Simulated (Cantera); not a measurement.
Input (Python, Cantera):

```python
import numpy as np
import cantera as ct

gas = ct.Solution("gri30.yaml")
gas.TPX = 1048, 1333, {'H2': 0.04, 'O2': 0.16}
reactor = ct.IdealGasConstPressureReactor(gas, energy="off", clone=False)
net = ct.ReactorNet([reactor])
net.rtol, net.atol = 1e-08, 1e-18
show = ['H2', 'O2', 'HO2', 'O', 'H2O']
times = np.geomspace(0.0001, 10, 9)

steps = ct.SolutionArray(gas, extra=["t"])
rows = []
print(f"{'t/s':>10s}{'T/K':>9s}{'P/Pa':>11s}" + "".join(f"{s:>11s}" for s in show))
for t in times:
    while net.time < t:
        t_next = net.step()
        steps.append(gas.state, t=t_next)
    rows.append([np.interp(t, steps.t, y) for y in (steps.T, steps.P, *steps(*show).X.T)])
    print(f"{t:10.3e}{rows[-1][0]:9.1f}{rows[-1][1]:11.4g}" + "".join(f"{x:11.3e}" for x in rows[-1][2:]))
rate = np.gradient(steps.T, steps.t)
print("integrator steps:", len(steps.t))
if steps.T.max() > steps.T[0] + 200:
    print(f"time of steepest temperature rise: {steps.t[rate.argmax()]:.4e} s")
gas.TPX = 1048, 1333, {'H2': 0.04, 'O2': 0.16}
gas.equilibrate("TP")
print(f"equilibrium (TP): T = {gas.T:.1f} K  " + "  ".join(f"{s} {gas[s].X[0]:.3e}" for s in show))
```

Result:

```
       t/s      T/K       P/Pa         H2         O2        HO2          O        H2O
 1.000e-04   1048.0       1333  2.000e-01  8.000e-01  5.451e-10  1.713e-10  1.742e-10
 4.217e-04   1048.0       1333  2.000e-01  8.000e-01  2.375e-09  4.668e-09  1.129e-08
 1.778e-03   1048.0       1333  1.996e-01  7.998e-01  1.663e-06  9.630e-05  2.754e-04
 7.499e-03   1048.0       1333  6.311e-03  7.376e-01  1.396e-05  3.094e-02  1.867e-01
 3.162e-02   1048.0       1333  5.009e-04  7.751e-01  8.822e-06  2.260e-03  2.204e-01
 1.334e-01   1048.0       1333  1.917e-05  7.776e-01  1.273e-06  9.040e-05  2.221e-01
 5.623e-01   1048.0       1333  1.440e-06  7.777e-01  1.512e-07  7.943e-06  2.222e-01
 2.371e+00   1048.0       1333  1.940e-07  7.778e-01  2.501e-08  1.183e-06  2.222e-01
 1.000e+01   1048.0       1333  3.505e-08  7.778e-01  5.327e-09  2.243e-07  2.222e-01
integrator steps: 1788
equilibrium (TP): T = 1048.0 K  H2 7.527e-10  O2 7.778e-01  HO2 2.620e-09  O 4.865e-09  H2O 2.222e-01
```

Cantera simulation using GRI-Mech 3.0 (53 species, 325 reactions); the numbers are that mechanism's predictions, not measurements. Radical loss at walls, strong at low pressure, is not modelled. The temperature is held fixed by assumption; the heat of reaction is taken as removed at once.
